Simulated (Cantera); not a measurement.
Charge: 1 mol SiC, 0.016 mol CO₂, 610 mol H₂, at 1598 K and 1.40 bar.

Equilibrium computed with Cantera from the NASA thermochemical tables; the gas is ideal and each condensed phase is pure. Candidate condensed phases: C, C₆H₆, C₇H₈, C₈H₁₈, H₂O, Si, SiC, SiO₂; 123 gas species. Equilibrium is a limit: real reactors are often held back by kinetics, nucleation or transport.

Base state: H₂ 1.000, CH₄ 6.06e-5, H 4.50e-5, SiO 4.19e-5, CO 1.01e-5 (mole fractions); condensed: SiC(s).

### Question
What changes in the equilibrium state with this change: CO₂ from 0.016 to 4.8 mol?

### Answer
```csv
species,before,after
H₂,1.000,0.988
CO,1.01e-5,0.00940
H₂O,4.75e-7,0.00293
SiO,4.19e-5,5.87e-6
CH₄,6.06e-5,8.83e-6
H,4.50e-5,4.47e-5
"SiC(s), mol",0.973,0
"SiO₂(β-quartz), mol",0,0.996
```
The tables hold silica as quartz up to 1696 K and as liquid above; real silica turns to tridymite and cristobalite and melts near 1996 K.
